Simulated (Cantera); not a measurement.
A Cantera script and its output.

```python
import numpy as np
import cantera as ct

gas = ct.Solution("gri30.yaml")
gas.TPX = 1075, 100000, {'CO': 0.014, 'O2': 0.004, 'H2O': 0.00043, 'N2': 1}
reactor = ct.IdealGasConstPressureReactor(gas, energy="off", clone=False)
net = ct.ReactorNet([reactor])
net.rtol, net.atol = 1e-08, 1e-18
show = ['CO', 'O2', 'H2O', 'NO2', 'HO2', 'O', 'NO']
times = np.geomspace(0.0003, 5, 15)

steps = ct.SolutionArray(gas, extra=["t"])
rows = []
print(f"{'t/s':>10s}{'T/K':>9s}{'P/Pa':>11s}" + "".join(f"{s:>11s}" for s in show))
for t in times:
    while net.time < t:
        t_next = net.step()
        steps.append(gas.state, t=t_next)
    rows.append([np.interp(t, steps.t, y) for y in (steps.T, steps.P, *steps(*show).X.T)])
    print(f"{t:10.3e}{rows[-1][0]:9.1f}{rows[-1][1]:11.4g}" + "".join(f"{x:11.3e}" for x in rows[-1][2:]))
rate = np.gradient(steps.T, steps.t)
print("integrator steps:", len(steps.t))
if steps.T.max() > steps.T[0] + 200:
    print(f"time of steepest temperature rise: {steps.t[rate.argmax()]:.4e} s")
gas.TPX = 1075, 100000, {'CO': 0.014, 'O2': 0.004, 'H2O': 0.00043, 'N2': 1}
gas.equilibrate("TP")
print(f"equilibrium (TP): T = {gas.T:.1f} K  " + "  ".join(f"{s} {gas[s].X[0]:.3e}" for s in show))
```

Output:

```
       t/s      T/K       P/Pa         CO         O2        H2O        NO2        HO2          O         NO
 3.000e-04   1075.0      1e+05  1.375e-02  3.928e-03  4.222e-04  7.199e-29  1.115e-13  8.401e-11  1.141e-20
 6.007e-04   1075.0      1e+05  1.375e-02  3.928e-03  4.222e-04  1.129e-27  7.982e-13  1.635e-10  4.808e-20
 1.203e-03   1075.0      1e+05  1.375e-02  3.928e-03  4.222e-04  2.078e-26  4.938e-12  3.119e-10  1.937e-19
 2.409e-03   1075.0      1e+05  1.375e-02  3.928e-03  4.222e-04  4.667e-25  2.542e-11  5.784e-10  7.524e-19
 4.824e-03   1075.0      1e+05  1.375e-02  3.928e-03  4.222e-04  1.184e-23  1.109e-10  1.049e-09  2.849e-18
 9.659e-03   1075.0      1e+05  1.375e-02  3.928e-03  4.222e-04  3.247e-22  4.468e-10  2.037e-09  1.118e-17
 1.934e-02   1075.0      1e+05  1.375e-02  3.928e-03  4.222e-04  1.279e-20  2.066e-09  5.827e-09  6.068e-17
 3.873e-02   1075.0      1e+05  1.375e-02  3.927e-03  4.222e-04  3.157e-18  1.897e-08  4.517e-08  1.556e-15
 7.755e-02   1075.0      1e+05  1.372e-02  3.915e-03  4.216e-04  9.334e-14  4.689e-07  2.041e-06  3.443e-12
 1.553e-01   1075.0      1e+05  1.185e-02  2.962e-03  3.977e-04  5.264e-11  8.727e-07  5.218e-05  1.569e-08
 3.110e-01   1075.0      1e+05  5.818e-03  5.918e-06  3.139e-04  3.551e-12  3.332e-09  1.059e-06  2.845e-07
 6.227e-01   1075.0      1e+05  5.764e-03  8.371e-09  2.734e-04  4.342e-14  4.653e-12  1.615e-09  2.792e-07
 1.247e+00   1075.0      1e+05  5.755e-03  5.365e-10  2.641e-04  1.193e-14  2.856e-13  1.616e-10  2.658e-07
 2.497e+00   1075.0      1e+05  5.750e-03  7.625e-11  2.591e-04  4.168e-15  3.670e-14  2.423e-11  2.423e-07
 5.000e+00   1075.0      1e+05  5.747e-03  1.563e-11  2.559e-04  1.492e-15  6.069e-15  3.995e-12  2.065e-07
integrator steps: 1784
equilibrium (TP): T = 1075.0 K  CO 5.731e-03  O2 8.528e-19  H2O 2.403e-04  NO2 1.015e-23  HO2 1.261e-23  O 1.219e-18  NO 1.527e-13
```

Computed with Cantera and GRI-Mech 3.0 (53 species, 325 reactions).
